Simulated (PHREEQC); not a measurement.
Dissolve 0.0028 mol FeSO4, 0.0073 mol ZnCl2 and 0.24 mol NaCl per kg of water at 41 °C. Closed to the air; pH follows from the charge balance.

Computed with PHREEQC (ion-association model, phreeqc.dat).

Precipitation was switched off in this run.

### Question
What pH, density, specific conductance does the model give?

### Answer
pH 5.49; density 1.003 g/cm³; specific conductance 33900 µS/cm.

### Question
In which forms is S present?

### Answer
SO4-2 68 %, NaSO4- 23 %, ZnSO4 5.7 %, FeSO4 2.8 % of the S.

At this temperature some constants are extrapolated from 25 °C, and those without enthalpy data are left unchanged.
